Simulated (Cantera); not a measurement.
TEOS + O2 + H2 (silicon oxide and oxynitride deposition)

Feed: 1 mol TEOS, 0.091 mol O2, 1.6 mol H2, held at 0.140 bar.

Method: chemical equilibrium by Gibbs-energy minimisation in Cantera with the NASA 1993 tables (ideal gas, pure condensed phases). Candidate condensed phases: C, C6H6, C7H8, C8H18, H2O, Si, SiC, SiO2; 123 gas species. The feed counts by its element totals alone. The tables hold silica as quartz up to 1696 K and as liquid above; real silica turns to tridymite and cristobalite and melts near 1996 K. The numbers say what is thermodynamically allowed, not how fast it happens.

```csv
T (K),log p H2,log p CO,log p CH4,log p H2O,log p CO2,log p SiO,n C(graphite),n SiO2(β-quartz)
1050,-0.93,-1.66,-3.11,-3.34,-4.00,<-12,5.80,1.00
1100,-0.93,-1.66,-3.31,-3.64,-4.37,<-12,5.80,1.00
1150,-0.93,-1.66,-3.49,-3.92,-4.72,-11.56,5.80,1.00
1200,-0.93,-1.66,-3.66,-4.17,-5.03,-10.27,5.80,1.00
1250,-0.93,-1.65,-3.82,-4.41,-5.33,-9.08,5.81,1.00
1300,-0.93,-1.65,-3.96,-4.62,-5.60,-7.98,5.81,1.000
1350,-0.93,-1.65,-4.10,-4.83,-5.84,-6.97,5.81,1.000
1400,-0.93,-1.65,-4.22,-5.01,-6.07,-6.03,5.81,1.000
1450,-0.93,-1.65,-4.34,-5.19,-6.29,-5.16,5.81,0.999
```
log p: log10 of the partial pressure in bar; n: condensed amount in mol.

From 1050 K to 1450 K the condensed part is C(graphite) + SiO2(β-quartz).
